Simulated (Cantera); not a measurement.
A freely propagating, adiabatic, planar premixed flame of CO : H2 : O2 : N2 = 1 : 0.17 : 0.45 : 1.17 (molar parts), unburnt at 425 K and 1.18 atm; mixture-averaged transport, grid criteria slope 0.08 and curve 0.16, no radiation.

Computed with Cantera and GRI-Mech 3.0 (53 species, 325 reactions). Burning velocities carry a grid error of a few per cent, more on coarse grids.

Task: Predict: laminar burning velocity; thermal thickness; peak x(OH); peak x(HO2).

Result: 
- laminar burning velocity: 183 cm/s
- thermal thickness: 0.436 mm
- peak x(OH): 0.0108
- peak x(HO2): 0.000437
